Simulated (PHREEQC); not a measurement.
A solution holds 17 mmol/kgw H2SO4, 73 mmol/kgw ZnSO4, 0.23 mmol/kgw MnSO4 and 7.5 mmol/kgw PbCl2, at 25 °C. Closed to the air; pH follows from the charge balance.

Model: ion-association model, phreeqc.dat, run in PHREEQC.

The pH is 1.85, the ionic strength comes out as 0.186 mol/kgw and the density is 1.012 g/cm³. The total alkalinity is -34.0 meq/kg.

| species | molality | activity | log γ |
|---|---|---|---|
| Zn+2 | 0.0407 | 0.0124 | -0.515 |
| SO4-2 | 0.0304 | 0.00913 | -0.522 |
| ZnSO4 | 0.0255 | 0.0266 | 0.019 |
| H+ | 0.0175 | 0.0140 | -0.097 |
| HSO4- | 0.0165 | 0.0124 | -0.125 |
| Cl- | 0.0141 | 0.0101 | -0.142 |

Precipitation was switched off in this run. The solution is supersaturated, for example in Anglesite, so a real one may precipitate; this is no full list.
